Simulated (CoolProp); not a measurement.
20 sccm (0 °C, 1 atm) of nitrogen bubbles through liquid octamethyltrisiloxane (MDM) at 296.2 K and leaves saturated at a total pressure of 0.0131 MPa (ideal gas phase). Each further row changes one setting.

Model: reference Helmholtz-energy equation of state, Thol 2017, in CoolProp.

| case | vapour pressure (kPa) | mole fraction of vapour | delivery (mg/min) | delivery (sccm) | change of delivery for a bath 1 K warmer (%) |
|---|---|---|---|---|---|
| as stated | 0.439 | 0.0335 | 7.32 | 0.693 | (withheld) |
| bath temperature 301.2 K | 0.608 | (withheld) | (withheld) | 0.974 | (withheld) |
| total pressure 0.0262 MPa | 0.439 | 0.0168 | 3.60 | 0.341 | (withheld) |

Task: Fill in the missing entries.

Result: 
- as stated, change of delivery for a bath 1 K warmer (%): 7.1
- bath temperature 301.2 K, mole fraction of vapour: 0.0464
- bath temperature 301.2 K, delivery (mg/min): 10.3
- bath temperature 301.2 K, change of delivery for a bath 1 K warmer (%): 6.9
- total pressure 0.0262 MPa, change of delivery for a bath 1 K warmer (%): 7.0
